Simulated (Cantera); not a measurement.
Feed: 1 mol SiH2Cl2, 0.025 mol Cl2, 9.4 mol H2, equilibrated at 0.133 bar.

Cantera equilibrium calculation (NASA polynomials, part measured and part estimated; ideal gas, pure solids and liquids). Candidate condensed phases: Si; 19 gas species. Equilibrium is a limit: real reactors are often held back by kinetics, nucleation or transport.

Over these rows the condensed part is Si(s). Partial pressures as log10 of bar:

```csv
T (K),1000/T (1/K),log p SiCl4,log p H2,log p HCl,log p SiCl2
1323,0.7559,-2.95,-0.93,-1.98,-2.59
1373,0.7283,?,-0.93,-1.94,-2.48
1423,0.7027,-3.45,-0.94,-1.91,-2.41
1473,0.6789,-3.74,-0.94,-1.90,-2.36
1523,0.6566,-4.03,-0.94,-1.89,-2.33
1573,0.6357,-4.33,-0.94,-1.89,-2.31
```

Fit log p(SiCl4) = a + b·(1000/T) to the five rows, give the apparent enthalpy, and predict the row at 1373 K.

Means: 1000/T = 0.6860, log p = -3.700. Sxy = 0.098275, Sxx = 0.0086098, so b = 11.41 and a = -3.700 − (11.41)×0.6860 = -11.53.
Apparent enthalpy: −19.145 × (11.41) = -218 kJ/mol. With the condensed phases at unit activity, 2 SiCl2(g) = SiCl4(g) + Si(s) links this pressure to the main gases: over the six rows their terms move log p by +0.56 in all, so the slope isn't that reaction's ΔH° alone. The five rows lie within 0.06 of the line.
Prediction at 1373 K: -11.53 + (11.41)×0.7283 = -3.22. The computed value is -3.18, 0.04 from the line.
